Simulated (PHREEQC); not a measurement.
A solution holds 23 mmol/kgw HF, 6 mmol/kgw H2SiF6, 2.9 mmol/kgw H3BO3 and 0.044 mmol/kgw H2SO4, at 20 °C. Closed to the air; pH follows from the charge balance.

Equilibrium calculation in PHREEQC: ion-association model, phreeqc.dat.

Each row changes one thing in this solution. This is a speciation only: nothing precipitates in the calculation.

```
case                               pH  ionic strength (mol/kgw)  HF (mol/kgw)  BF4- (mol/kgw)  F- (mol/kgw)  BF3OH- (mol/kgw)  SI of Quartz (SiO2)
-------------------------------  ----  ------------------------  ------------  --------------  ------------  ----------------  -------------------
as made                          1.86                    0.0216        0.0109         0.00277      0.000670           8.41e-5                -1.93
0.00024 mol/kgw Na2S added       1.87                    0.0217        0.0109         0.00277      0.000688               ___                -1.95
HF from 0.023 to 0.23 mol/kgw    1.62                       ___         0.200         0.00290       0.00730           4.78e-6                -9.08
HF from 0.023 to 0.0207 mol/kgw  1.86                    0.0215       0.00899         0.00270      0.000556          0.000100                -1.43
diluted 2-fold with water        2.14                    0.0110       0.00571         0.00123      0.000639           7.20e-5                -1.03
```

Problem. Fill in the missing entries.

Solution. 
- 0.00024 mol/kgw Na2S added, BF3OH- (mol/kgw): 8.43e-5
- HF from 0.023 to 0.23 mol/kgw, ionic strength (mol/kgw): 0.0337

Species that the database lacks are ignored. SiF6-2 is the database's only silicon fluoride. Real BF4- forms and hydrolyses slowly; the run takes it at equilibrium.
